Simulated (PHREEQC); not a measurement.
Model water analysis in mg/kgw, 25 °C, pH 6.29, pe 11:

```json
[
 {"constituent": "Na", "mg/kgw": "0.388"},
 {"constituent": "K", "mg/kgw": "0.233"},
 {"constituent": "Ca", "mg/kgw": "1.46"},
 {"constituent": "Mg", "mg/kgw": "6.87"},
 {"constituent": "Cl", "mg/kgw": "5.81"},
 {"constituent": "S(6) as SO4", "mg/kgw": "12.7"},
 {"constituent": "Alkalinity as HCO3", "mg/kgw": "13.7"},
 {"constituent": "B", "mg/kgw": "0.000719"}
]
```

Valence states are taken as typed.

Computed with PHREEQC (ion-association model, phreeqc.dat).

Precipitation was switched off in this run.

### Question
Order these C species by the share of C that they hold, largest first: MgHCO3+, CO2, HCO3-.

### Answer
CO2 (53 %), HCO3- (47 %), MgHCO3+ (0.13 %)

The pH is 6.29 and the ionic strength 0.00108 mol/kgw.
